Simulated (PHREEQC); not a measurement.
Make-up at 70 °C: 0.96 mmol/kgw H2SO4, 4.4 mmol/kgw Al2(SO4)3 and 1.4 mmol/kgw MgSO4. It is in equilibrium with CO2 at log p = -2 (atm). Otherwise closed; pH follows from the charge balance.

Equilibrium calculation in PHREEQC: ion-association model, wateq4f.dat.

This is a speciation only: nothing precipitates in the calculation.

### Question
Order these S species by the share of S that they hold, largest first: Al(SO4)2-, SO4-2, MgSO4, AlSO4+, HSO4-.

### Answer
AlSO4+ (43 %), SO4-2 (36 %), Al(SO4)2- (9.8 %), HSO4- (6.3 %), MgSO4 (4.6 %)

The pH is 3.03 and the ionic strength 0.0230 mol/kgw. Constants without temperature data keep their 25 °C values here.
